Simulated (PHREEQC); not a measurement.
Solution (20 °C): 6.1 mmol/kgw K2CO3 and 0.0015 mmol/kgw H4SiO4. Closed to the air; pH follows from the charge balance.

Computed with PHREEQC (ion-association model, phreeqc.dat).

```json
[
 {"quantity": "pH", "before": "11.02", "after": "7.08"},
 {"quantity": "ionic strength (mol/kgw)", "before": "0.0175", "after": "8.39e-8"},
 {"quantity": "H3SiO4- (mol/kgw)", "before": "1.39e-6", "after": "2.20e-9"},
 {"quantity": "H4SiO4 (mol/kgw)", "before": "9.43e-8", "after": "1.50e-6"},
 {"quantity": "SI of Quartz (SiO2)", "before": "-2.97", "after": "-1.77"}
]
```

### Question
Which change was made?
A) K2CO3 from 0.0061 to 0.00915 mol/kgw
B) H4SiO4 from 1.5e-06 to 1.65e-06 mol/kgw
C) K2CO3 left out
D) diluted 2-fold with water

### Answer
C, K2CO3 left out

Precipitation was switched off in this run.
